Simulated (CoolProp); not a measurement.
n-pentane at 436 K and 1.68 MPa flows at 0.073 m/s in a round tube of 25 mm bore and 15 µm roughness, fully developed (64/Re and Nu = 3.66 if laminar; Colebrook and Gnielinski if turbulent). Each further row changes one setting.

Computed with CoolProp (reference Helmholtz-energy equation of state, Thol 2019).

```json
[
 {"case": "as stated", "Reynolds number": "9470", "Darcy friction factor": "0.0322", "pressure drop (Pa/m)": "0.160", "heat-transfer coefficient (W/(m² K))": "40.9", "mass flow (kg/h)": "6.02"},
 {"case": "velocity 0.146 m/s", "Reynolds number": "18900", "Darcy friction factor": "0.0275", "pressure drop (Pa/m)": "0.546", "heat-transfer coefficient (W/(m² K))": "72.8", "mass flow (kg/h)": "12.0"},
 {"case": "diameter 50 mm", "Reynolds number": "18900", "Darcy friction factor": "0.0269", "pressure drop (Pa/m)": "0.0668", "heat-transfer coefficient (W/(m² K))": "35.5", "mass flow (kg/h)": "24.1"}
]
```

Viscosity comes from a separate model (Quiñones-Cisneros 2006), older than the equation that it now runs on, and unchecked against measurements. Thermal conductivity comes from a separate model (Vassiliou 2015).
